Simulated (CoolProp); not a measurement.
Vapour-liquid equilibrium of R143a (1) + R236FA (2) at 2.52 bar; x and y are mole fractions of (1).

Model: multi-fluid Helmholtz-energy mixture model, Lemmon and Jacobsen 2000 and Pan 2012; pair parameters Bell 2016, in CoolProp.

Question: Give the bubble temperature and the first vapour's composition at x = 0.125, 0.2, 0.95. Is there an azeotrope?

Answer: x = 0.125: 13.0 °C, y = 0.361; x = 0.2: 7.7 °C, y = 0.514; x = 0.95: -24.7 °C, y = 0.993. No azeotrope shows between x = 0.05 and 0.95.

Pair parameters are fitted to limited data, so mixtures are less certain than the pure fluids.
